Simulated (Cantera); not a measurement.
Input (Python, Cantera) and output of one run.

```python
import numpy as np
import cantera as ct

gas_names = [...]  # 118 gases of nasa_gas.yaml made of C, Cl, F, H
cond_names = """
    C(gr) C6H6(L) C7H8(L) C8H18(L),n-octa
""".split()


# ... load() reads the species with a 1 bar reference pressure and builds the phases ...
atoms = {
    'CH3F': {'C': 1, 'H': 3, 'F': 1},
    'HCl': {'H': 1, 'CL': 1},
}
top_T = {'C(gr)': 4500}  # K; cautious upper limits of use, not melting points


# ... equilibrate(T, P, feed) seeds the gas with the atoms and calls Mixture.equilibrate('TP', solver="vcs", rtol=1e-11, max_steps=5000) ...
results = []
feed = {'CH3F': 1, 'HCl': 0.19}  # mol
T = 3023.15  # K
P = 133.322  # Pa
mix = equilibrate(T, P, feed)
results.append((T, P, feed, dict(zip(mix.species_names, mix.species_moles))))
x = sorted(zip(gas.X, gas.species_names), reverse=True)
print(f"T = {T:g} K  P = {P:g} Pa  gas = {mix.phase_moles(0):.4g} mol")
print("   x: " + "  ".join(f"{s} {v:.3e}" for v, s in x if v > 0.0001))
print("   condensed (mol): " + ("  ".join(f"{mix.phase(i).name} {mix.phase_moles(i):.4g}"
      for i in range(1, mix.n_phases) if mix.phase_moles(i) > 1e-12) or "none"))
```

It prints:

```
T = 3023.15 K  P = 133.322 Pa  gas = 3.925 mol
   x: H 5.747e-01  HF 2.023e-01  C3 6.417e-02  F 4.891e-02  CL 4.657e-02  C 2.832e-02  H2 1.533e-02  C2 1.094e-02  CF 3.553e-03  C2H 2.433e-03  HCL 1.827e-03  C5 4.514e-04  C2H2,acetylene 3.655e-04  C4 1.386e-04
   condensed (mol): none
```

These are equilibrium values from Cantera (NASA tables, ideal gas, pure condensed phases), not measurements of a reactor.
